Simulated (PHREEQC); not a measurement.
## Acid rinse or clean: an equilibrium model

Make-up at 25 °C: 0.0012 mol/kgw HCl, 0.00096 mol/kgw NaCl and 0.0032 mol/kgw MnSO4. Closed to the air; pH follows from the charge balance.

The numbers come from PHREEQC with the ion-association model, wateq4f.dat.

This is a speciation only: nothing precipitates in the calculation.

Task: Predict the pH, ionic strength.

Result: pH 3.03; ionic strength 0.0126 mol/kgw.

Task: In which forms is S present?

Result: SO4-2 79 %, MnSO4 16 %, HSO4- 5.2 % of the S.

Complexes and solids missing from the database can't appear.
